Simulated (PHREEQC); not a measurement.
A column of 0.5 m (40 cells, dispersivity 0.025 m, 3600 s a shift, diffusion coefficient 3e-10 m²/s) holds 0.14 eq of the database's cation exchanger X per kg of pore water, first in equilibrium with 18 mmol/kgw CdCl2, 0.43 mmol/kgw KCl and 0.01 mmol/kgw HCl. It is flushed with 0.0081 mol/kgw LiCl, 0.047 mol/kgw SrCl2 and 1e-05 mol/kgw HCl, at 15 °C. Values are for the last cell. The system is closed to CO2. Nothing may precipitate in this run.

Equilibrium calculation in PHREEQC: ion-association model, phreeqc.dat.

| pore volumes | Sr in solution (mol/kgw) | Li in solution (mol/kgw) | Cd in solution (mol/kgw) | K in solution (mol/kgw) | Cl in solution (mol/kgw) | KX on the exchanger (mol/kgw) | CdX2 on the exchanger (mol/kgw) |
|---|---|---|---|---|---|---|---|
| 0 | 0 | 0 | 0.0180 | 0.000430 | 0.0364 | 0.00143 | 0.0693 |
| 0.6125 | 0 | 3.71e-5 | 0.0204 | 0.000447 | 0.0414 | 0.00143 | 0.0693 |
| 1.062 | 2.39e-11 | 0.00215 | 0.0378 | 0.000525 | 0.0783 | 0.00142 | 0.0688 |
| 1.663 | 4.42e-6 | 0.00720 | 0.0460 | 0.000560 | 0.0998 | 0.00146 | ? |
| 2.263 | 0.00833 | ? | 0.0377 | 0.000862 | 0.102 | 0.00180 | 0.0333 |
| 2.712 | 0.0401 | 0.00841 | 0.00642 | 0.000560 | 0.102 | 0.000742 | 0.00192 |
| 3.312 | 0.0464 | 0.00814 | 0.000491 | 0.000189 | 0.102 | 0.000236 | 0.000127 |
| 3.913 | 0.0469 | 0.00810 | 4.25e-5 | 6.07e-5 | 0.102 | 7.57e-5 | ? |
| 4.362 | 0.0470 | 0.00810 | 7.04e-6 | 2.55e-5 | 0.102 | 3.18e-5 | 1.80e-6 |
| 4.963 | 0.0470 | 0.00810 | 6.56e-7 | 7.90e-6 | 0.102 | 9.85e-6 | 1.67e-7 |

Question: Complete the blanks.

Answer: 
- 1.663, CdX2 on the exchanger (mol/kgw): 0.0678
- 2.263, Li in solution (mol/kgw): 0.00906
- 3.913, CdX2 on the exchanger (mol/kgw): 1.09e-5

Complexes and solids missing from the database can't appear.
